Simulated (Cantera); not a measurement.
A Cantera script and its output.

```python
import numpy as np
import cantera as ct

gas = ct.Solution("gri30.yaml")
gas.TPX = 425, 1000000, {'CO': 1, 'H2': 0.42, 'CH4': 0.99, 'O2': 2.36, 'N2': 8.89}
flame = ct.FreeFlame(gas, width=0.008)
flame.set_refine_criteria(ratio=3, slope=0.08, curve=0.16)
flame.transport_model = "mixture-averaged"
flame.solve(loglevel=0, auto=True)
z, T = flame.grid, flame.T
thick = (T[-1] - T[0]) / np.gradient(T, z).max()
show = ['CO', 'H2', 'CH4', 'C2H4', 'CH3', 'CH2']
print(f"laminar burning velocity  {flame.velocity[0] * 100:.3f} cm/s")
print(f"burnt temperature         {T[-1]:.1f} K")
print(f"thermal thickness         {thick * 1e3:.4f} mm")
print(f"grid points               {len(z)}")
z0 = z[flame.heat_release_rate.argmax()]
print(f"{'z/mm':>9s}{'T/K':>9s}{'u/(m/s)':>9s}" + "".join(f"{s:>11s}" for s in show))
rows = []
for k in (-3, -2, -1.5, -1, -0.5, -0.25, 0, 0.25, 0.5, 1, 2, 4, 8):
    zz = z0 + k * thick
    rows.append([k * thick, np.interp(zz, z, T), np.interp(zz, z, flame.velocity),
                 *(np.interp(zz, z, flame.X[gas.species_index(s)]) for s in show)])
    print(f"{rows[-1][0] * 1e3:9.3f}{rows[-1][1]:9.1f}{rows[-1][2]:9.3f}" + "".join(f"{x:11.3e}" for x in rows[-1][3:]))
```

Output:

```
laminar burning velocity  42.526 cm/s
burnt temperature         2372.4 K
thermal thickness         0.0582 mm
grid points               143
     z/mm      T/K  u/(m/s)         CO         H2        CH4       C2H4        CH3        CH2
   -0.175    425.3    0.425  7.324e-02  3.031e-02  7.249e-02  1.016e-08  6.116e-11  1.201e-22
   -0.116    429.4    0.429  7.331e-02  2.933e-02  7.239e-02  2.562e-07  1.023e-09  2.914e-19
   -0.087    443.9    0.443  7.339e-02  2.813e-02  7.185e-02  1.611e-06  6.819e-09  3.912e-17
   -0.058    538.4    0.538  7.369e-02  2.575e-02  6.789e-02  1.772e-05  2.481e-07  1.226e-13
   -0.029   1027.0    1.030  7.607e-02  2.225e-02  4.614e-02  1.845e-04  8.574e-05  1.557e-08
   -0.015   1483.6    1.489  7.895e-02  2.050e-02  2.442e-02  3.664e-04  7.903e-04  2.012e-06
    0.000   1905.9    1.907  7.750e-02  1.767e-02  5.154e-03  1.934e-04  1.169e-03  2.992e-05
    0.015   2097.7    2.082  6.474e-02  1.398e-02  2.833e-04  6.013e-06  1.421e-04  9.983e-06
    0.029   2176.3    2.145  5.386e-02  1.270e-02  8.792e-06  4.076e-08  5.787e-06  5.146e-07
    0.058   2253.9    2.209  4.581e-02  1.212e-02  2.168e-08  6.684e-12  1.756e-08  1.643e-09
    0.116   2314.8    2.261  4.204e-02  1.131e-02  2.805e-12  1.071e-16  2.602e-12  2.405e-13
    0.233   2350.9    2.291  4.013e-02  1.066e-02  7.761e-14  2.071e-20  1.018e-13  1.121e-14
    0.466   2367.3    2.305  3.924e-02  1.036e-02  1.059e-13  3.896e-21  1.021e-13  8.632e-15
```

Computed with Cantera and GRI-Mech 3.0 (53 species, 325 reactions). Burning velocities carry a grid error of a few per cent, more on coarse grids.
